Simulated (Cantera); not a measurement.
## Equilibrium for calcination and drying: K2SO4 + H2O + CO2

A closed system holds: 1 mol K2SO4, 0.5 mol H2O, 9.8 mol CO2, held at 6.60 bar.

Method: chemical equilibrium by Gibbs-energy minimisation in Cantera with the NASA 1993 tables (ideal gas, pure condensed phases). Candidate condensed phases: C, C6H6, C7H8, C8H18, H2O, H2SO4, K, KOH, KO2, K2CO3, K2O, K2O2, K2S, K2SO4, S; 130 gas species. Kinetics and transport are ignored.

| T (K) | x CO2 | x H2O | x KOH | x SO2 | x O2 | x CO | x K2SO4 | n K2SO4(l) |
|---|---|---|---|---|---|---|---|---|
| 1400 | 0.951 | 0.0485 | 5.63e-5 | 2.82e-5 | 4.23e-5 | 5.58e-5 | 5.31e-6 | 1.000 |
| 1475 | 0.951 | 0.0484 | 0.000160 | 8.00e-5 | 0.000102 | 0.000123 | 1.58e-5 | 0.999 |
| 1550 | 0.951 | 0.0483 | 0.000406 | 0.000204 | 0.000226 | 0.000249 | 4.19e-5 | 0.997 |
| 1625 | 0.950 | 0.0480 | 0.000940 | 0.000473 | 0.000471 | 0.000469 | 9.99e-5 | 0.994 |
| 1700 | 0.948 | 0.0474 | 0.00200 | 0.00101 | 0.000924 | 0.000833 | 0.000218 | 0.987 |
| 1775 | 0.944 | 0.0462 | 0.00397 | 0.00202 | 0.00172 | 0.00140 | 0.000442 | 0.975 |
| 1850 | 0.938 | 0.0442 | 0.00734 | 0.00376 | 0.00303 | 0.00226 | 0.000837 | 0.952 |
| 1925 | 0.929 | 0.0410 | 0.0127 | 0.00660 | 0.00512 | 0.00348 | 0.00149 | 0.915 |
| 2000 | 0.914 | 0.0363 | 0.0207 | 0.0109 | 0.00827 | 0.00517 | 0.00253 | 0.856 |
x: gas mole fraction; n: condensed amount in mol.

From 1400 K to 2000 K the condensed part is K2SO4(l). The main K-bearing gas is KOH throughout. The share of K in condensed phases is highest at 1400 K (100.0 %) and lowest at 2000 K (85.6 %).
